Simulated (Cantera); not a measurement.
Input: 1 mol Ta2O5, 8.6 mol CO, 1.3 mol C, held at 775 °C and 0.100 bar.

Equilibrium computed with Cantera from the NASA thermochemical tables; the gas is ideal and each condensed phase is pure. Candidate condensed phases: C, Ta, TaC, Ta2O5; 15 gas species. Rates play no part.

Base state: CO 0.979, CO2 0.0212 (mole fractions); condensed: C(graphite) + Ta2O5(s).

What changes in the equilibrium state with this change: temperature from 775 °C to 2152 °C?


```
species           before     after
----------------  ------  --------
CO                 0.979     0.995
TaO2               <1e-9   0.00280
CO2               0.0212   0.00110
TaO                <1e-9  0.000668
C(graphite), mol    1.48         0
Ta2O5(s), mol       1.00         0
Ta(s), mol             0     0.515
Ta2O5(l), mol          0     0.725
```
Mutual solubility and eutectic melting of coexisting phases are not modelled. Condensed phases not in the tables: Ta2C, N, O or C dissolved in the metal.

What changes in the equilibrium state with this change: pressure from 0.100 bar to 0.000400 bar?


| species | before | after |
|---|---|---|
| CO | 0.979 | 1.000 |
| CO2 | 0.0212 | 0.000237 |
| C(graphite), mol | 1.48 | 0 |
| Ta2O5(s), mol | 1.00 | 0.814 |
| TaC(s), mol | 0 | 0.372 |
Mutual solubility and eutectic melting of coexisting phases are not modelled. TaC: taken at fixed stoichiometry. Condensed phases not in the tables: Ta2C.
